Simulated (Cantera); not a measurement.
A closed system holds: 1 mol SiH2Cl2, 19 mol H2, 0.014 mol C2H2, equilibrated at 1.00 bar.

These are equilibrium values from Cantera (NASA tables, ideal gas, pure condensed phases), not measurements of a reactor. Candidate condensed phases: C, C6H6, C7H8, C8H18, Si, SiC; 109 gas species. Mutual solubility and eutectic melting of coexisting phases are not modelled. Gases not in the tables: Si2H6 and higher silanes. Rates play no part.

**Question.** What share of the Si ends up in condensed phases as a function of T (K), at 2323, 2348, 2373, 2398, 2423, 2448, 2473, 2498, 2523, 2548, 2573, 2598, 2623?

**Answer.** 
```csv
T (K),Si condensed (%),as
2323,72.3,Si(l) + SiC(s)
2348,71.5,Si(l) + SiC(s)
2373,70.4,Si(l) + SiC(s)
2398,69.0,Si(l) + SiC(s)
2423,67.3,Si(l) + SiC(s)
2448,65.2,Si(l) + SiC(s)
2473,62.9,Si(l)
2498,60.2,Si(l)
2523,57.1,Si(l)
2548,53.5,Si(l)
2573,49.3,Si(l)
2598,44.4,Si(l)
2623,38.8,Si(l)
```
